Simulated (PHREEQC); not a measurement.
1 kg of water holding 0.0099 mol NaCl, 0.18 mol MgCl2, 0.018 mol SrCl2, 0.27 mol KCl and 0.13 mol CaCl2 is evaporated at 25 °C; the solids stay in contact with the brine. CO2 from the air is kept out. Only these solids could form: Bischofite, Brucite, Carnallite, Halite, Portlandite, Sylvite, MgCl2_4H2O.

The series has 16 steps of water left (kg), from 1 to 0.04136.

Equilibrium calculation in PHREEQC: Pitzer model, pitzer.dat.

### Question
Which solids form, in which order, and at which step of the series does each first stand?

### Answer
Sylvite from water left = 0.1407 kg; Carnallite from water left = 0.06156 kg; Halite from water left = 0.04136 kg.
